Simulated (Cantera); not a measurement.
# NO annealing gas

An isothermal, constant-pressure homogeneous reactor starts with NO : N₂ = 0.57 : 8.8 (molar parts), at 2025 K and 1330 Pa.

Cantera simulation using GRI-Mech 3.0 (53 species, 325 reactions); the numbers are that mechanism's predictions, not measurements. Radical loss at walls, strong at low pressure, is not modelled.

| t (s) | x NO | x N₂ | x O₂ | x N₂O | x O | x NO₂ |
|---|---|---|---|---|---|---|
| 2.00e-6 | 0.0608 | 0.939 | <1e-12 | 1.37e-10 | 1.37e-10 | <1e-12 |
| 6.91e-6 | 0.0608 | 0.939 | <1e-12 | 4.74e-10 | 4.74e-10 | <1e-12 |
| 2.39e-5 | 0.0608 | 0.939 | <1e-12 | 1.64e-9 | 1.64e-9 | <1e-12 |
| 8.25e-5 | 0.0608 | 0.939 | <1e-12 | 5.65e-9 | 5.66e-9 | <1e-12 |
| 0.000285 | 0.0608 | 0.939 | 3.87e-12 | 1.94e-8 | 1.96e-8 | 2.41e-12 |
| 0.000985 | 0.0608 | 0.939 | 4.67e-11 | 6.62e-8 | 6.88e-8 | 2.75e-11 |
| 0.00340 | 0.0608 | 0.939 | 5.74e-10 | 2.18e-7 | 2.48e-7 | 2.82e-10 |
| 0.0118 | 0.0608 | 0.939 | 7.44e-9 | 6.47e-7 | 9.63e-7 | 2.25e-9 |
| 0.0406 | 0.0608 | 0.939 | 1.08e-7 | 1.40e-6 | 4.15e-6 | 1.31e-8 |
| 0.140 | 0.0608 | 0.939 | 1.60e-6 | 1.75e-6 | 1.74e-5 | 5.94e-8 |
| 0.485 | 0.0607 | 0.939 | 2.14e-5 | 1.72e-6 | 6.27e-5 | 2.11e-7 |
| 1.68 | 0.0601 | 0.939 | 0.000249 | 1.61e-6 | 0.000187 | 5.79e-7 |
| 5.79 | 0.0564 | 0.941 | 0.00203 | 1.33e-6 | 0.000385 | 1.14e-6 |
| 20.0 | 0.0380 | 0.950 | 0.0110 | 5.48e-7 | 0.000759 | 1.66e-6 |
x: mole fraction; the columns are a selection and need not sum to one.

Equilibrium at this temperature and pressure: NO 0.00334, N₂ 0.967, O₂ 0.0281, N₂O 2.40e-8, O 0.00118, NO₂ 2.33e-7 (gas phase only).
